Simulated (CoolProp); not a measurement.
Properties of octamethylcyclotetrasiloxane (D4) along the isobar 0.376 MPa (Tc = 313.4 °C, pc = 1.347 MPa, ω = 0.598).

Model: reference Helmholtz-energy equation of state, Thol 2015, in CoolProp.

```
T (°C)   phase  density (kg/m³)  isothermal compressibility (1/MPa)  expansivity (1/kK)
------  ------  ---------------  ----------------------------------  ------------------
119.55  liquid            840.3                            0.003599               1.469
123.05  liquid            835.9                            0.003734               1.485
126.55  liquid            831.6                            0.003876               1.502
130.05  liquid            827.2                            0.004024               1.519
133.55  liquid            822.8                            0.004181               1.537
137.05  liquid            818.4                            0.004346               1.555
140.55  liquid            813.9                            0.004521               1.575
144.05  liquid            809.4                            0.004704               1.595
147.55  liquid            804.8                            0.004899               1.616
151.05  liquid            800.3                            0.005104               1.638
154.55  liquid            795.7                            0.005322               1.661
158.05  liquid            791.0                            0.005553               1.685
161.55  liquid            786.3                            0.005798               1.711
165.05  liquid            781.6                            0.006059               1.737
168.55  liquid            776.8                            0.006337               1.765
172.05  liquid            772.0                            0.006633               1.795
```
